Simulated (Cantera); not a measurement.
A perfectly stirred reactor is fed with NH₃ : H₂ = 1 : 7.2 (molar parts), at 0.330 bar; it is held at 2273 K, and followed from long to short residence time.

Cantera simulation using the gas-phase N/H chemistry of the illustrative SiF4/NH3 mechanism in the Surface Chemkin manual (1991); the numbers are that mechanism's predictions, not measurements. Walls and surfaces, which speed up NH3 decomposition in real reactors, are not modelled.

```
quantity                  before     after
----------------------  --------  --------
x(NH₃) at τ = 0.970 s   0.000656   0.00183
x(H₂) at τ = 0.970 s       0.932     0.938
x(N₂H₄) at τ = 0.970 s  1.88e-11  7.21e-11
x(N₂H₂) at τ = 0.970 s   6.46e-9   1.37e-8
x(NH₂) at τ = 0.970 s    2.94e-5   4.15e-5
x(NH₃) at τ = 11.0 ms     0.0546    0.0825
x(H₂) at τ = 11.0 ms       0.912     0.898
x(N₂H₄) at τ = 11.0 ms   6.80e-9   1.04e-8
x(N₂H₂) at τ = 11.0 ms   7.62e-7   7.56e-7
x(NH₂) at τ = 11.0 ms   0.000557  0.000498
```

Problem. What was changed between the two runs?
(A) temperature 2273 to 2173 K
(B) pressure from 0.330 bar to 17.3 Torr
(C) H2 7.2 to 53 parts
(D) temperature 2273 to 1700 K

Solution. A, temperature 2273 to 2173 K
